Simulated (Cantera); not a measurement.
Reactions in the system Cl-H-O-Ti

Standard-state values (1 bar) from the NASA 1993 polynomials, evaluated with Cantera. Values are per mole of reaction as written; species without (g) are pure solids or liquids, kept so even where they would boil at 1 bar.

2 HCl(g) + TiO2 + TiCl4(g) = 2 TiCl3 + 2 OH(g)

```tsv
T (K)	ΔH° (kJ)	ΔS° (J/K)	ΔG° (kJ)	log10 K
350	529.9	-125.3	573.8	-85.63
425	532.7	-118.2	582.9	-71.64
500	535.1	-112.9	591.5	-61.80
575	537.4	-108.6	599.8	-54.49
650	539.6	-105.0	607.8	-48.85
725	541.8	-101.8	615.6	-44.35
800	543.9	-99.0	623.1	-40.69
875	546.1	-96.4	630.5	-37.64
```
